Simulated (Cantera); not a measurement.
# Stirred combustor or abatement burner

A perfectly stirred reactor is fed with CH4 : O2 : N2 : H2O = 1 : 1.82 : 6.84 : 0.31 (molar parts), at 3.80 bar; it is adiabatic with a 623 K inlet, and is followed from long to short residence time, starting on the burning branch (τ in s: 0.023, 0.0084, 0.003, 0.0011, 0.0004, 0.00015, 5.3e-05, 1.9e-05, 7e-06).

Model: GRI-Mech 3.0 (53 species, 325 reactions), integrated in Cantera.

```tsv
τ (s)	T (K)	x CH4	x O2	x H2O	x HO2	x CH3	x N2O	x C2H
0.023	2364	6.94e-6	0.00108	0.212	4.56e-7	4.55e-6	1.13e-7	3.33e-11
0.0084	2353	1.47e-5	0.00154	0.211	6.93e-7	9.81e-6	1.30e-7	1.42e-10
0.0030	2334	2.95e-5	0.00243	0.209	1.20e-6	1.97e-5	1.53e-7	5.07e-10
0.0011	2304	5.71e-5	0.00385	0.207	2.15e-6	3.72e-5	1.76e-7	1.52e-9
0.00040	2260	0.000115	0.00602	0.203	3.93e-6	7.02e-5	1.94e-7	4.31e-9
0.00015	2203	0.000242	0.00909	0.199	7.06e-6	0.000135	2.01e-7	1.21e-8
5.3e-5	2123	0.000629	0.0143	0.193	1.39e-5	0.000308	1.98e-7	4.29e-8
1.9e-5	623	0.100	0.183	0.0311	<1e-12	<1e-12	<1e-12	<1e-12
7.0e-6	623	0.100	0.183	0.0311	<1e-12	<1e-12	<1e-12	<1e-12
```
x: mole fraction; the columns are a selection and need not sum to one.
